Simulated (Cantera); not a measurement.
**Thermodynamics of carbothermic reduction, feed Cu2O + C + N2**

Input: 1 mol Cu2O, 0.81 mol C, a varied amount of N2, held at 2050 °C and 1650 Torr.

Equilibrium computed with Cantera from the NASA thermochemical tables; the gas is ideal and each condensed phase is pure. Candidate condensed phases: C, Cu, CuO, Cu2O; 27 gas species. Kinetics and transport are ignored.

From 1.4 mol N2 to 17 mol N2 the condensed part is Cu(l). The main Cu-bearing gas is Cu throughout. The share of Cu in condensed phases is highest at 1.4 mol N2 (97.0 %) and lowest at 17 mol N2 (76.1 %).

```
n(N2) (mol)  log p N2  log p CO  log p CO2  log p Cu  log p Cu2  log p NO  log p O  log p CuO  n Cu(l)
-----------  --------  --------  ---------  --------  ---------  --------  -------  ---------  -------
1.4              0.13     -0.22      -0.74     -1.25      -3.23     -3.71    -4.63      -4.72     1.94
1.7              0.16     -0.28      -0.79     -1.25      -3.23     -3.70    -4.63      -4.72     1.93
2.2              0.19     -0.35      -0.87     -1.25      -3.23     -3.68    -4.63      -4.72     1.92
2.8              0.22     -0.43      -0.95     -1.25      -3.23     -3.67    -4.63      -4.73     1.90
3.5              0.24     -0.51      -1.03     -1.25      -3.23     -3.66    -4.63      -4.73     1.88
4.4              0.26     -0.59      -1.11     -1.25      -3.23     -3.65    -4.63      -4.73     1.86
5.5              0.27     -0.68      -1.19     -1.25      -3.23     -3.65    -4.63      -4.73     1.83
6.9              0.28     -0.76      -1.28     -1.25      -3.23     -3.64    -4.63      -4.73     1.79
8.7              0.29     -0.85      -1.37     -1.25      -3.23     -3.64    -4.64      -4.73     1.74
11               0.30     -0.95      -1.47     -1.25      -3.23     -3.63    -4.64      -4.73     1.68
14               0.31     -1.05      -1.57     -1.25      -3.23     -3.63    -4.64      -4.73     1.60
17               0.31     -1.13      -1.65     -1.25      -3.23     -3.63    -4.64      -4.73     1.52
```
log p: log10 of the partial pressure in bar; n: condensed amount in mol.
